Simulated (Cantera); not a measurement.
A freely propagating, adiabatic, planar premixed flame of 7.70 % CH₄, 19.3 % O₂, 72.4 % N₂, 0.655 % CO₂, unburnt at 348 K and 11000 Pa; mixture-averaged transport, grid criteria slope 0.08 and curve 0.16, no radiation.

Detailed kinetics in Cantera: GRI-Mech 3.0 (53 species, 325 reactions). Burning velocities carry a grid error of a few per cent, more on coarse grids.

Task: Predict: laminar burning velocity; thermal thickness; peak x(CH₂O); peak x(C₂H₆); peak x(CH₂).

Result: 
```json
{
 "laminar_burning_velocity": "63.6 cm/s",
 "thermal_thickness": "3.05 mm",
 "peak x(CH₂O)": "0.000699",
 "peak x(C₂H₆)": "0.000548",
 "peak x(CH₂)": "2.25e-5"
}
```
